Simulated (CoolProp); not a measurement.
Vapour-liquid equilibrium of diethyl ether (1) + acetone (2) at 1050 kPa; x and y are mole fractions of (1).

The numbers come from the multi-fluid Helmholtz-energy mixture model, Thol 2014 and Lemmon 2006; pair parameters Bell 2016 in CoolProp.

```tsv
x	bubble temperature (K)	y at the bubble point	dew temperature at overall composition x (K)	liquid density (mol/L)
0.05	416.5	0.084	417.5	10.60
0.2	409.9	0.302	413.0	[?]
0.35	404.6	0.472	[?]	9.563
0.5	[?]	0.605	403.7	9.077
0.65	397.7	0.718	399.3	8.625
0.8	395.8	0.826	396.2	8.215
0.95	395.1	0.950	395.1	7.849
```

Task: Some entries are withheld; supply them.

Result: 
- 0.2, liquid density (mol/L): 10.07
- 0.35, dew temperature at overall composition x (K): 408.4
- 0.5, bubble temperature (K): 400.5

No azeotrope shows between x = 0.05 and 0.95.

The pair parameters rest on a limited set of measurements; away from them the model extrapolates.
